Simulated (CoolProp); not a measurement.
Vapour-liquid equilibrium of carbon dioxide (1) + the fluoroketone C6F12O (FK-5-1-12) (2) at 9.05 °C; x and y are mole fractions of (1).

Model: multi-fluid Helmholtz-energy mixture model, Span 1996 and McLinden 2015; pair parameters Bell 2016, in CoolProp.

```csv
x,bubble pressure (MPa),y at the bubble point,dew pressure at overall composition x (MPa),liquid density (mol/L)
0.05,0.1242,0.844,0.02071,5.471
0.125,0.3687,0.948,0.02250,5.883
0.2,0.6975,0.972,0.02462,6.343
0.275,1.069,0.981,0.02717,6.858
0.35,1.439,0.985,0.03030,7.439
0.425,1.775,0.988,0.03423,8.100
0.5,2.066,0.989,0.03932,8.858
0.575,2.321,0.990,0.04618,9.738
0.65,2.563,0.991,0.05596,10.77
0.725,2.820,0.992,0.07101,12.01
0.8,3.126,0.994,0.09724,13.52
0.875,3.516,0.995,0.1546,15.41
0.95,4.013,0.998,0.3839,17.80
```

No azeotrope shows between x = 0.05 and 0.95.

The pair parameters rest on a limited set of measurements; away from them the model extrapolates.
